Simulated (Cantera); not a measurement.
A freely propagating, adiabatic, planar premixed flame of C3H8 : O2 : N2 = 1 : 3.57 : 13.4 (molar parts), equivalence ratio 1.4, unburnt at 575 K and 1.01 bar; mixture-averaged transport, grid criteria slope 0.08 and curve 0.16, no radiation.

Detailed kinetics in Cantera: GRI-Mech 3.0 (53 species, 325 reactions). GRI-Mech 3.0 was tuned for natural gas; its chemistry of propane as a main component is partial and can be far from experiment. Burning velocities carry a grid error of a few per cent, more on coarse grids.

Task: Predict: laminar burning velocity; thermal thickness; peak x(C2H4); peak x(H2O2); peak x(H).

Result: 
| Property | Result |
|---|---|
| laminar burning velocity | 109 cm/s |
| thermal thickness | 0.302 mm |
| peak x(C2H4) | 0.0153 |
| peak x(H2O2) | 1.57e-5 |
| peak x(H) | 0.0115 |
